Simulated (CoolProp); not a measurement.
Vapour-liquid equilibrium of benzene (1) + m-xylene (2) at 1.23 MPa; x and y are mole fractions of (1).

The numbers come from the multi-fluid Helmholtz-energy mixture model, Thol 2012 and Zhou 2012; pair parameters Bell 2016 in CoolProp.

| x | bubble temperature, mixture model (K) | bubble temperature, Raoult's law (K) | y, mixture model | y, Raoult's law |
|---|---|---|---|---|
| 0.05 | ? | 531.3 | ? | 0.135 |
| 0.2 | 517.9 | 515.2 | 0.360 | 0.436 |
| 0.35 | ? | 501.9 | ? | 0.633 |
| 0.5 | 493.7 | 490.8 | 0.710 | 0.768 |
| 0.65 | ? | 481.3 | ? | 0.864 |
| 0.8 | ? | 473.0 | 0.913 | 0.934 |
| 0.95 | ? | 465.9 | 0.981 | 0.986 |

Problem. Complete the blanks.

Solution. 
- 0.05, bubble temperature, mixture model (K): 532.3
- 0.05, y, mixture model: 0.101
- 0.35, bubble temperature, mixture model (K): 505.1
- 0.35, y, mixture model: 0.558
- 0.65, bubble temperature, mixture model (K): 483.4
- 0.65, y, mixture model: 0.825
- 0.8, bubble temperature, mixture model (K): 474.3
- 0.95, bubble temperature, mixture model (K): 466.2

The largest gap from Raoult's law is +3.2 K in bubble temperature, at x = 0.35. No azeotrope shows between x = 0.05 and 0.95.

The pair parameters rest on a limited set of measurements; away from them the model extrapolates.
